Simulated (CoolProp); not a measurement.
cis-2-butene along the isobar 76.3 bar: Z from the reference equation and from simpler models built on Tc = 162.6 °C, pc = 42.36 bar, ω = 0.202; each cubic takes its own stable root.

The numbers come from the reference Helmholtz-energy equation of state, Lemmon 2005 in CoolProp. It is a short technical equation, of lower accuracy than the large ones.

```json
[
 {"T (°C)": "77.95", "phase": "liquid", "reference": "0.2600", "Redlich-Kwong": "0.2893", "Peng-Robinson": "0.2498"},
 {"T (°C)": "95.35", "phase": "liquid", "reference": "0.2583", "Redlich-Kwong": "0.2894", "Peng-Robinson": "0.2501"},
 {"T (°C)": "112.75", "phase": "liquid", "reference": "0.2587", "Redlich-Kwong": "___", "Peng-Robinson": "0.2533"},
 {"T (°C)": "130.15", "phase": "liquid", "reference": "0.2618", "Redlich-Kwong": "0.2984", "Peng-Robinson": "0.2604"},
 {"T (°C)": "147.55", "phase": "liquid", "reference": "0.2690", "Redlich-Kwong": "0.3093", "Peng-Robinson": "0.2733"},
 {"T (°C)": "164.95", "phase": "supercritical", "reference": "___", "Redlich-Kwong": "0.3274", "Peng-Robinson": "0.2958"},
 {"T (°C)": "182.35", "phase": "supercritical", "reference": "0.3116", "Redlich-Kwong": "0.3573", "Peng-Robinson": "0.3361"},
 {"T (°C)": "199.65", "phase": "supercritical", "reference": "0.3746", "Redlich-Kwong": "0.4066", "Peng-Robinson": "0.4064"},
 {"T (°C)": "217.05", "phase": "supercritical", "reference": "0.4776", "Redlich-Kwong": "0.4791", "Peng-Robinson": "0.4974"},
 {"T (°C)": "234.45", "phase": "supercritical", "reference": "0.5694", "Redlich-Kwong": "0.5552", "Peng-Robinson": "0.5777"},
 {"T (°C)": "251.85", "phase": "supercritical", "reference": "___", "Redlich-Kwong": "0.6190", "Peng-Robinson": "0.6411"}
]
```

Q: What belongs in the gaps?

A: 
- 112.75, Redlich-Kwong: 0.2922
- 164.95, reference: 0.2830
- 251.85, reference: 0.6384
